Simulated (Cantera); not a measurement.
**Equilibrium for boron, boron nitride and boron oxide: borazine + O2 + H2**

Input: 1 mol borazine, 0.84 mol O2, 47 mol H2, equilibrated at 1998 K and 75.0 Torr.

Equilibrium computed with Cantera from the NASA thermochemical tables; the gas is ideal and each condensed phase is pure. Candidate condensed phases: B, BN, B2O3, B3O3H3, H2O; 39 gas species. The feed counts by its element totals alone. The tables' values for BH2 are old estimates; treat these amounts as uncertain. Kinetics and transport are ignored.

x(H2): 0.949
x(HBO): 0.0258
x(N2): 0.0161
x(H): 0.00494
x(BO): 0.00195
x(B2O2): 0.00191
x(HBO2): 0.000235
x(B2O3): 0.000120
x(BH2): 0.000117
n(BN(s)): 1.33 mol
gas amount: 51.84 mol
log10 activity of B(s) (absent): -0.57
log10 activity of B3O3H3(s) (absent): -11.76
